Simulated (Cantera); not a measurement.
Input (Python, Cantera):

```python
import numpy as np
import cantera as ct

gas = ct.Solution("gri30.yaml")


def delay(T, t_max=10):
    gas.TPX = T, 140000, {'CO': 1, 'H2': 0.23, 'CH4': 0.03, 'O2': 1.37, 'N2': 5.15}
    reactor = ct.IdealGasConstPressureReactor(gas, clone=False)
    net = ct.ReactorNet([reactor])
    net.rtol, net.atol = 1e-8, 1e-16
    while net.time < t_max:
        t_old, T_old = net.time, reactor.T
        net.step()
        if reactor.T > T + 400:  # ignition: a rise of 400 K
            return t_old + (T + 400 - T_old) / (reactor.T - T_old) * (net.time - t_old)
    return np.nan


taus = []
for T in [1123, 1223, 1323, 1423, 1523, 1623]:
    taus.append(delay(T))
    print(f"T0 = {T:6g} K   tau = {taus[-1]:.4e} s")
```

It prints:

```
T0 =   1123 K   tau = 1.5844e-04 s
T0 =   1223 K   tau = 9.0169e-05 s
T0 =   1323 K   tau = 6.5912e-05 s
T0 =   1423 K   tau = 5.5031e-05 s
T0 =   1523 K   tau = 5.0275e-05 s
T0 =   1623 K   tau = 4.9294e-05 s
```

Computed with Cantera and GRI-Mech 3.0 (53 species, 325 reactions). Where the delays flatten at high temperature, the 400 K rule measures the pace of heat release, not the induction time.
